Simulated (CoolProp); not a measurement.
Acetone along the isobar 1.39 MPa: fugacity coefficient from the reference equation and from simpler models built on Tc = 235.0 °C, pc = 4.692 MPa, ω = 0.307; each cubic takes its own stable root.

Computed with CoolProp (reference Helmholtz-energy equation of state, Lemmon 2006). It is a short technical equation, of lower accuracy than the large ones.

```csv
T (°C),phase,reference,van der Waals,Redlich-Kwong,Peng-Robinson
92.05,liquid,___,___,0.3444,0.2095
110.45,liquid,0.3142,0.8196,0.4883,0.3252
128.95,liquid,0.4610,0.8469,0.6621,___
147.45,liquid,0.6453,0.8624,0.8299,0.6713
165.95,gas,0.8051,___,0.8495,0.8281
184.35,gas,___,0.8874,0.8660,___
202.85,gas,0.8564,0.8976,0.8803,0.8658
221.35,gas,0.8749,0.9066,0.8927,0.8809
239.85,gas,0.8902,0.9146,0.9035,0.8941
258.25,gas,0.9030,0.9217,0.9129,0.9055
276.75,gas,0.9139,0.9280,0.9212,0.9157
```

Task: Complete the blanks.

Result: 
- 92.05, reference: 0.2034
- 92.05, van der Waals: 0.6701
- 128.95, Peng-Robinson: 0.4788
- 165.95, van der Waals: 0.8758
- 184.35, reference: 0.8336
- 184.35, Peng-Robinson: 0.8483

At some of these states van der Waals, Redlich-Kwong gives the other phase, because its saturation line lies elsewhere.
